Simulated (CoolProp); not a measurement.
Vapour pressure (MPa) of n-dodecane: the reference equation beside estimates from Tc = 658.1 K, pc = 1.818 MPa, ω = 0.574. Clausius-Clapeyron is anchored at 428.6 K with a constant enthalpy of vaporisation of 49.61 kJ/mol.

Model: reference Helmholtz-energy equation of state, Lemmon 2004, in CoolProp. It is a short technical equation, of lower accuracy than the large ones.

```csv
T (K),reference,Clausius-Clapeyron,Soave-Redlich-Kwong
328.8,[?],0.0002679,0.0001696
362,0.001171,0.001415,0.001147
395.3,0.005371,0.005671,0.005278
428.6,0.01832,0.01832,0.01816
461.9,0.05011,0.04998,0.05016
495.1,[?],0.1189,0.1169
528.4,[?],0.2540,0.2403
561.7,0.4362,0.4961,0.4466
```

**Question.** Complete the blanks.

**Answer.** 
- 328.8, reference: 0.0001716
- 495.1, reference: 0.1157
- 528.4, reference: 0.2359

Absolute difference from the reference over all 8 rows, mean and median: Clausius-Clapeyron 13.4 and 6.6 %, Soave-Redlich-Kwong 1.4 and 1.4 %.
